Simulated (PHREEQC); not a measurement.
Dissolve 0.0051 mol K2CO3 and 5.1e-05 mol H3BO3 per kg of water at 5 °C. Closed to the air; pH follows from the charge balance.

The numbers come from PHREEQC with the ion-association model, phreeqc.dat.

```
Quantity                      Result
--------------------  --------------
pH                             11.35
ionic strength        0.0148 mol/kgw
specific conductance       795 µS/cm
total alkalinity         10.2 meq/kg
```

```
species  molality  activity   log γ
-------  --------  --------  ------
K+         0.0102   0.00904  -0.053
CO3-2     0.00458   0.00290  -0.198
HCO3-    0.000521  0.000465  -0.050
OH-      0.000471  0.000417  -0.053
H2BO3-    5.05e-5   4.48e-5  -0.051
H3BO3     5.14e-7   5.15e-7   0.001
```

Precipitation was switched off in this run. Complexes and solids missing from the database can't appear. Constants without temperature data keep their 25 °C values here.
